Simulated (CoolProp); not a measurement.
Vapour-liquid equilibrium of CF4 (R14) (1) + CHF3 (R23) (2) at -82.05 °C; x and y are mole fractions of (1).

Computed with CoolProp (multi-fluid Helmholtz-energy mixture model, Platzer 1990 and Penoncello 2003; pair parameters Bell 2016). This equation is an older, rougher fit; its heat capacities, sound speeds and derivatives of the liquid may be far off and weren't checked against measurements.

```
x     bubble pressure (kPa)  y at the bubble point  dew pressure at overall composition x (kPa)  liquid density (mol/L)
----  ---------------------  ---------------------  -------------------------------------------  ----------------------
0.05                  257.3                  0.609                                        106.5                   20.32
0.2                   585.1                  0.834                                        126.6                   19.35
0.35                  755.6                  0.878                                        155.7                   18.41
0.5                   844.2                  0.896                                        201.9                   17.50
0.65                  908.1                  0.912                                        286.9                   16.63
0.8                   981.1                  0.934                                        492.2                   15.84
0.95                   1077                  0.977                                         1021                   15.15
```

No azeotrope shows between x = 0.05 and 0.95.

The pair parameters rest on a limited set of measurements; away from them the model extrapolates. With so large a gap from Raoult's law the liquid may split in two, which this calculation doesn't test in full.
